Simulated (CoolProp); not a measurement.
Vapour-liquid equilibrium of n-hexane (1) + p-xylene (2) at 0.877 bar; x and y are mole fractions of (1).

Computed with CoolProp (multi-fluid Helmholtz-energy mixture model, Thol 2019 and Zhou 2012; pair parameters Bell 2016).

Task: Give the bubble temperature and the first vapour's composition at x = 0.15, 0.55, 0.95. Is there an azeotrope?

Result: x = 0.15: 380.9 K, y = 0.586; x = 0.55: 352.2 K, y = 0.910; x = 0.95: 338.7 K, y = 0.993. No azeotrope shows between x = 0.05 and 0.95.

The pair parameters rest on a limited set of measurements; away from them the model extrapolates.
